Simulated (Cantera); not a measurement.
A Cantera script and what it prints.

```python
import numpy as np
import cantera as ct

gas_names = [...]  # 113 gases of nasa_gas.yaml made of C, H, O, Pb
cond_names = """
    C(gr) C6H6(L) C7H8(L) C8H18(L),n-octa H2O(s) H2O(L) Pb(cr) Pb(L) PbO(rd) PbO(yw) PbO(L) PbO2(s)
    Pb3O4(s)
""".split()


# ... load() reads the species with a 1 bar reference pressure and builds the phases ...
atoms = {
    'PbO': {'Pb': 1, 'O': 1},
    'CO': {'C': 1, 'O': 1},
    'H2': {'H': 2},
}
top_T = {'C(gr)': 4500, 'Pb3O4(s)': 820}  # K; cautious upper limits of use, not melting points


# ... equilibrate(T, P, feed) seeds the gas with the atoms and calls Mixture.equilibrate('TP', solver="vcs", rtol=1e-11, max_steps=5000) ...
results = []
T = 2375  # K
P = 2600  # Pa
for m in [0.37, 0.55, 0.83, 1.2, 1.8, 2.8, 4.1, 6.1]:
    feed = {'PbO': 1, 'CO': 0.87, 'H2': m}  # mol
    mix = equilibrate(T, P, feed)
    results.append((T, P, feed, dict(zip(mix.species_names, mix.species_moles))))

top = {s: max(r[3][s] / sum(r[3][g] for g in gas_names) for r in results) for s in gas_names}
cols = sorted((s for s in top if top[s] > 0.0001), key=lambda s: -top[s])[:5]
seen = [c for c in cond_names if any(r[3].get(c, 0) > 1e-12 for r in results)]
print("log10 of partial pressures in bar; condensed amounts in mol")
print(f"{'n(H2)':>10s}" + "".join(f"{s[:9]:>10s}" for s in cols + seen))
for T, P, feed, n in results:
    ng = sum(n[g] for g in gas_names)
    print(f"{feed['H2']:10.4g}" + "".join(f"{np.log10(max(n[s] / ng * P / 1e5, 1e-99)):10.3f}" for s in cols)
          + "".join(f"{n.get(c, 0):10.4g}" for c in seen))
```

It prints:

```
log10 of partial pressures in bar; condensed amounts in mol
     n(H2)        H2        Pb       H2O        CO       CO2
      0.37    -3.326    -1.994    -2.480    -2.356    -2.276
      0.55    -3.059    -2.013    -2.351    -2.315    -2.374
      0.83    -2.749    -2.046    -2.256    -2.273    -2.546
       1.2    -2.472    -2.094    -2.221    -2.259    -2.774
       1.8    -2.219    -2.167    -2.241    -2.287    -3.075
       2.8    -2.021    -2.271    -2.315    -2.364    -3.424
       4.1    -1.902    -2.377    -2.408    -2.458    -3.730
       6.1    -1.815    -2.503    -2.525    -2.577    -4.053
```

Method: chemical equilibrium by Gibbs-energy minimisation in Cantera with the NASA 1993 tables (ideal gas, pure condensed phases). Gases not in the tables: (PbO)n polymers.
